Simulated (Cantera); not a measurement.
Cantera with NASA thermochemical tables; ideal gases at 1 bar, condensed phases pure. Values are per mole of reaction as written; species without (g) are pure solids or liquids, kept so even where they would boil at 1 bar.

Question: Between 1200 and 1700 K, where is each reaction favourable under standard conditions?
- N₂O(g) + CrO₃(g) → 2 NO₂(g) + Cr
- 4 O₃(g) + 3 Cr₂N → 3 NO(g) + 3 Cr₂O₃

Answer: 
- N₂O(g) + CrO₃(g) → 2 NO₂(g) + Cr: ΔG° is 258 kJ at 1200 K and 247 kJ at 1700 K; it stays positive (K < 1). ΔH° is 287 kJ and ΔS° 24 J/K at 1700 K.
- 4 O₃(g) + 3 Cr₂N → 3 NO(g) + 3 Cr₂O₃: ΔG° is -3011 kJ at 1200 K and -2882 kJ at 1700 K; it stays negative (K > 1). ΔH° is -3334 kJ and ΔS° -266 J/K at 1700 K.
